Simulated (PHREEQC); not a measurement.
Solution (25 °C): 0.19 mol NaHCO3 per kg of water. Closed to the air; pH follows from the charge balance.

All values are PHREEQC results (Pitzer model, pitzer.dat), not measurements.

Precipitation was switched off in this run.

Question: Estimate the pH, density.

Answer: pH 7.98; density 1.008 g/cm³.

Question: In which forms is C present?

Answer: HCO3- 97 %, CO2 1.7 %, CO3-2 1.7 % of the C.

Species that the database lacks are ignored.
